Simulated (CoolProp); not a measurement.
Saturation properties of n-nonane.

Model: reference Helmholtz-energy equation of state, Lemmon 2006, in CoolProp. It is a short technical equation, of lower accuracy than the large ones.

```csv
T (°C),p (MPa),liquid density (kg/m³),vapour density (kg/m³),liquid viscosity (µPa s)
14.45,0.0002899,722.3,0.01556,753
29.65,0.0007740,710.3,0.03949,616
44.75,0.001834,698.4,0.08927,517
59.95,0.003969,686.2,0.1848,442
75.05,0.007875,674.0,0.3521,383
90.25,0.01463,661.5,0.6300,335
105.45,0.02556,648.8,1.065,295
120.55,0.04223,635.9,1.708,262
135.75,0.06690,622.6,2.638,233
150.85,0.1016,608.9,3.924,209
166.05,0.1493,594.6,5.679,187
181.15,0.2125,579.8,7.999,167
196.35,0.2952,564.1,11.06,149
```

It boils at 150.8 °C under 1 atm.

Viscosity comes from a separate model (Huber 2004).
